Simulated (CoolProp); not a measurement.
Computed with CoolProp (reference Helmholtz-energy equation of state, Lemmon 2004). It is a short technical equation, of lower accuracy than the large ones.

Question: Give the vapour pressure (bar), enthalpy of vaporisation (kJ/kg), liquid cp (kJ/(kg K)), surface tension (mN/m) of saturated n-dodecane at 385, 453.8 K.

Answer: 
| T (K) | p (bar) | enthalpy of vaporisation (kJ/kg) | liquid cp (kJ/(kg K)) | surface tension (mN/m) |
|---|---|---|---|---|
| 385 | 0.0348 | 314 | 2.53 | 17.5 |
| 453.8 | 0.399 | 277 | 2.81 | 12.3 |

Surface tension comes from a separate correlation (Mulero 2012).
